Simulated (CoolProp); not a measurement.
Vapour-liquid equilibrium of carbon dioxide (1) + C2F6 (R116) (2) at 241.1 K; x and y are mole fractions of (1).

Values from CoolProp's multi-fluid Helmholtz-energy mixture model, Span 1996 and Lemmon 2006; pair parameters Bell 2016.

### Question
Give the bubble pressure and the first vapour's composition at x = 0.25, 0.35, 0.45. Is there an azeotrope?

### Answer
x = 0.25: 11.47 bar, y = 0.472; x = 0.35: 12.75 bar, y = 0.563; x = 0.45: 13.68 bar, y = 0.628. y crosses x between x = 0.75 and 0.85: the model has an azeotrope there.

The pair parameters rest on a limited set of measurements; away from them the model extrapolates.
